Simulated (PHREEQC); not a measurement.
Leach liquor

Solution (4.8 °C): 110 mmol/kgw H2SO4, 0.53 mmol/kgw Al2(SO4)3 and 0.24 mmol/kgw MgSO4. Closed to the air; pH follows from the charge balance.

The numbers come from PHREEQC with the ion-association model, phreeqc.dat.

No solid was allowed to form.

Problem. Predict the pH, specific conductance.

Solution. pH 0.96; specific conductance 26100 µS/cm.

Problem. In which forms is Al present?

Solution. AlSO4+ 66 %, Al(SO4)2- 17 %, Al+3 16 %, AlHSO4+2 1.3 % of the Al.

Away from 25 °C the constants follow the database's enthalpies or fits; those with neither stay at their 25 °C values.
